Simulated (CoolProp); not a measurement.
Vapour-liquid equilibrium of isopentane (1) + toluene (2) at 401.4 K; x and y are mole fractions of (1).

Values from CoolProp's multi-fluid Helmholtz-energy mixture model, Lemmon 2006 and Lemmon 2006; pair parameters Bell 2016.

```tsv
x	bubble pressure, mixture model (kPa)	bubble pressure, Raoult's law (kPa)	y, mixture model	y, Raoult's law
0.05	224.8	218.5	0.295	0.291
0.2	(withheld)	384.6	0.655	0.661
0.35	(withheld)	550.7	(withheld)	0.808
0.5	(withheld)	716.8	0.858	0.886
0.65	904.3	883.0	(withheld)	0.935
0.8	1050	1049	(withheld)	0.969
0.95	1210	1215	(withheld)	0.993
```

### Question
What belongs in the gaps?

### Answer

- 0.2, bubble pressure, mixture model (kPa): 413.7
- 0.35, bubble pressure, mixture model (kPa): 593.7
- 0.35, y, mixture model: 0.788
- 0.5, bubble pressure, mixture model (kPa): 756.2
- 0.65, y, mixture model: 0.904
- 0.8, y, mixture model: 0.943
- 0.95, y, mixture model: 0.984

The largest gap from Raoult's law is +7.8 % in bubble pressure, at x = 0.35. No azeotrope shows between x = 0.05 and 0.95.

Pair parameters are fitted to limited data, so mixtures are less certain than the pure fluids.
